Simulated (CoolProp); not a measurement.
Properties of vinyl chloride along the isotherm 430 K.

The numbers come from the reference Helmholtz-energy equation of state, Thol 2022 in CoolProp.

```tsv
p (MPa)	phase	density (kg/m³)	cv (kJ/(kg K))	isothermal compressibility (1/MPa)	expansivity (1/kK)
1.27	gas	24.00	___	0.8559	2.996
2.55	gas	53.28	1.001	0.4823	4.160
3.82	gas	91.61	1.039	0.3944	6.619
5.09	gas	153.8	1.105	___	15.19
6.36	supercritical	467.9	1.167	___	46.84
7.64	supercritical	___	1.115	0.06535	___
8.91	supercritical	590.4	1.099	0.03723	8.365
10.2	supercritical	614.5	1.090	0.02616	6.529
11.5	supercritical	633.1	1.084	0.02020	5.466
12.7	supercritical	647.2	___	0.01673	4.810
14	supercritical	___	1.078	0.01413	4.293
```

Task: Complete the blanks.

Result: 
- 1.27, cv (kJ/(kg K)): 0.9751
- 5.09, isothermal compressibility (1/MPa): 0.4585
- 6.36, isothermal compressibility (1/MPa): 0.3498
- 7.64, density (kg/m³): 555.1
- 7.64, expansivity (1/kK): 12.58
- 12.7, cv (kJ/(kg K)): 1.080
- 14, density (kg/m³): 660.2
